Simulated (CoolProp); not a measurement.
Properties of cyclohexane along the isobar 4.83 bar (Tc = 280.5 °C, pc = 40.81 bar, ω = 0.209).

The numbers come from the reference Helmholtz-energy equation of state, Zhou 2014 in CoolProp.

```tsv
T (°C)	phase	Joule-Thomson coefficient (K/MPa)	expansivity (1/kK)	fugacity coefficient
78.25	liquid	-0.3327	1.400	0.1910
86.65	liquid	-0.3136	1.438	0.2432
94.95	liquid	-0.2938	1.479	___
103.35	liquid	-0.2728	1.525	0.3775
111.75	liquid	-0.2504	1.576	0.4622
120.15	liquid	-0.2263	1.633	0.5596
128.55	liquid	-0.2001	1.697	0.6703
136.95	liquid	___	1.770	0.7949
145.35	gas	18.25	___	0.9012
153.75	gas	16.72	3.351	0.9076
162.15	gas	15.38	3.197	___
170.55	gas	14.19	___	0.9187
178.85	gas	13.15	2.938	0.9235
```

Task: Complete the blanks.

Result: 
- 94.95, fugacity coefficient: 0.3046
- 136.95, Joule-Thomson coefficient (K/MPa): -0.1712
- 145.35, expansivity (1/kK): 3.527
- 162.15, fugacity coefficient: 0.9134
- 170.55, expansivity (1/kK): 3.060
